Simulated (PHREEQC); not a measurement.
Dissolve 8e-05 mol/kgw Na2SiO3 and 0.0056 mol/kgw K2CO3 at 23 °C. Closed to the air; pH follows from the charge balance.

Computed with PHREEQC (Pitzer model, pitzer.dat).

Precipitation was switched off in this run.

Task: Order these Si species by the share of Si that they hold, largest first: H3SiO4-, H4SiO4, H2SiO4-2.

Result: H3SiO4- (93 %), H4SiO4 (6.4 %), H2SiO4-2 (0.75 %)

The pH is 10.96 and the ionic strength 0.0161 mol/kgw. Complexes and solids missing from the database can't appear.
